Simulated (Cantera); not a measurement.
Charge: 1 mol Si, 0.024 mol O2, 41 mol N2, at 100000 Pa.

Equilibrium computed with Cantera from the NASA thermochemical tables; the gas is ideal and each condensed phase is pure. Candidate condensed phases: Si, SiO2, Si2N2O, Si3N4; 16 gas species. The tables' values for SiN are old estimates; treat these amounts as uncertain. Rates play no part. All values below are at 2125 K.

Base state: N2 0.999, SiO 0.00119, Si 0.000146, SiN 2.86e-5, Si2N 2.82e-5 (mole fractions); condensed: Si3N4(s).

Problem. What changes in the equilibrium state with this change: pressure from 100000 Pa to 220 Pa?

Solution. 
| species | before | after |
|---|---|---|
| N2 | 0.999 | 0.976 |
| Si | 0.000146 | 0.0222 |
| SiO | 0.00119 | 0.00114 |
| SiN | 2.86e-5 | 0.000202 |
| Si2 | 1.68e-6 | 8.55e-5 |
| Si2N | 2.82e-5 | 6.66e-5 |
| Si3N4(s), mol | 0.314 | 0 |
